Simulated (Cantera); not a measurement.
A closed system holds: 1 mol SiO2, 17 mol HF, 17 mol H2, held at 1375 °C and 0.133 bar.

Method: chemical equilibrium by Gibbs-energy minimisation in Cantera with the NASA 1993 tables (ideal gas, pure condensed phases). The tables' values for SiF3 are old estimates; treat these amounts as uncertain. The tables hold silica as quartz up to 1696 K and as liquid above; real silica turns to tridymite and cristobalite and melts near 1996 K. Kinetics and transport are ignored.

| species | before | after |
|---|---|---|
| H2 | 0.514 | 0.507 |
| HF | 0.401 | 0.446 |
| H2O | 0.0568 | 0.0311 |
| SiF4 | 0.0281 | 0.0151 |
| SiO | 5.68e-6 | 9.74e-5 |
| H | 0.000175 | 0.000537 |
| SiHF3 | 4.65e-5 | 2.21e-5 |
| SiF3 | 0.000267 | 0.000395 |
| SiO2(β-quartz), mol | 0.0608 | 0.478 |
Gas species are given as mole fractions.

Problem. Name the change that produced these shifts.
A. temperature from 1375 °C to 1277 °C
B. temperature from 1375 °C to 652 °C
C. temperature from 1375 °C to 1002 °C
D. pressure from 0.133 bar to 14.0 mbar

Solution. D, pressure from 0.133 bar to 14.0 mbar
